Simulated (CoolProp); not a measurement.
R125 along the isobar 17 MPa: fugacity coefficient from the reference equation and from simpler models built on Tc = 339.2 K, pc = 3.618 MPa, ω = 0.305; each cubic takes its own stable root.

The numbers come from the reference Helmholtz-energy equation of state, Lemmon 2005 in CoolProp.

```
T (K)          phase  reference
-----  -------------  ---------
213.6         liquid   0.006590
238.6         liquid    0.02055
263.6         liquid    0.04870
288.6         liquid    0.09467
313.7         liquid     0.1592
338.7         liquid     0.2389
363.7  supercritical     0.3287
388.7  supercritical     0.4220
413.7  supercritical     0.5126
438.8  supercritical     0.5962
463.8  supercritical     0.6699
```

Task: How far does each simpler model (van der Waals, Redlich-Kwong, Soave-Redlich-Kwong, Peng-Robinson) lie from the reference over these 11 states: mean and median of the absolute difference, and the worst?

Result: 
- van der Waals: mean 167.7 %, median 32.7 %, worst +949.8 % at 213.6 K and 17 MPa
- Redlich-Kwong: mean 32.9 %, median 9.4 %, worst +133.7 % at 213.6 K and 17 MPa
- Soave-Redlich-Kwong: mean 8.3 %, median 8.5 %, worst +9.2 % at 363.7 K and 17 MPa
- Peng-Robinson: mean 1.1 %, median 0.9 %, worst -2.2 % at 263.6 K and 17 MPa
